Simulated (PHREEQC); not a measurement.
A solution holds 0.039 mol HF, 0.0011 mol NaF, 5.7e-05 mol H2SiF6 and 0.00073 mol HCl per kg of water, at 45 °C. Closed to the air; pH follows from the charge balance.

Model: ion-association model, phreeqc.dat, run in PHREEQC.

```tsv
quantity	before	after
pH	2.38	2.19
ionic strength (mol/kgw)	0.00566	0.00814
F- (mol/kgw)	0.00415	0.00556
HF2- (mol/kgw)	0.000616	0.00167
NaF (mol/kgw)	2.21e-6	2.88e-6
SI of Quartz (SiO2)	-6.09	-7.58
```

Question: Which change was made?
A. 0.018 mol/kgw KHCO3 added
B. 0.0017 mol/kgw KOH added
C. HF from 0.039 to 0.078 mol/kgw
D. temperature from 45 to 10 °C

Answer: C, HF from 0.039 to 0.078 mol/kgw

No solid was allowed to form. Constants without temperature data keep their 25 °C values here. SiF6-2 is the database's only silicon fluoride.
